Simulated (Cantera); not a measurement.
An isothermal, constant-pressure homogeneous reactor starts with C₂H₆ : N₂ = 1 : 7.9 (molar parts), at 1000 K and 1.20 bar. Integrator tolerance rtol = 1e-08.

Computed with Cantera and GRI-Mech 3.0 (53 species, 325 reactions). GRI-Mech 3.0 stops at C3 and has no aromatics, soot or wall deposition, so with more carbon than oxygen in the feed, carbon stays in small species such as C2H2 where larger ones or solid carbon would form.

| quantity | before | after |
|---|---|---|
| x(C₂H₆) at 10.0 s | 0.0220 (gas-phase equilibrium 0.000462) | 4.89e-6 (gas-phase equilibrium 2.70e-6) |
| x(C₂H₂) at 10.0 s | 0.000981 (gas-phase equilibrium 0.00823) | 0.0826 (gas-phase equilibrium 0.0423) |
| x(H₂) at 10.0 s | 0.0775 (gas-phase equilibrium 0.00533) | 0.161 (gas-phase equilibrium 0.167) |
| x(H) at 10.0 s | 1.60e-8 (gas-phase equilibrium 1.52e-10) | 8.74e-6 (gas-phase equilibrium 8.90e-6) |
| x(CH₃) at 10.0 s | 3.32e-8 (gas-phase equilibrium 5.83e-8) | 1.59e-5 (gas-phase equilibrium 1.18e-5) |

Problem. What was changed between the two runs?
A) temperature 1000 to 1425 K
B) temperature 1000 to 1525 K
C) pressure from 1.20 bar to 0.130 bar
D) N2 7.9 to 23 parts

Solution. B, temperature 1000 to 1525 K
